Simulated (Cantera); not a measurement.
Standard-state values (1 bar) from the NASA 1993 polynomials, evaluated with Cantera. Values are per mole of reaction as written; species without (g) are pure solids or liquids, kept so even where they would boil at 1 bar.

CaS + H2(g) → Ca(g) + H2S(g), with ΔH° = 630.5 kJ and ΔS° = 173.2 J/K at 300 K.

How far is the shortcut ΔG° ≈ ΔH°(300 K) − T·ΔS°(300 K) from the full temperature-dependent value at 573, 623, 673, 723, 773, 823, 873, 923 K?


| T (K) | shortcut (kJ) | full (kJ) | difference (kJ) | difference in log10 K |
|---|---|---|---|---|
| 573 | 531.2 | 533.3 | -2.1 | 0.19 |
| 623 | 522.5 | 525.4 | -2.9 | 0.24 |
| 673 | 513.9 | 517.6 | -3.7 | 0.29 |
| 723 | 505.2 | 509.9 | -4.6 | 0.33 |
| 773 | 496.6 | 502.2 | -5.6 | 0.38 |
| 823 | 487.9 | 494.6 | -6.7 | 0.42 |
| 873 | 479.2 | 487.0 | -7.8 | 0.46 |
| 923 | 470.6 | 479.5 | -8.9 | 0.50 |
The shortcut ignores the heat-capacity change of the reaction.
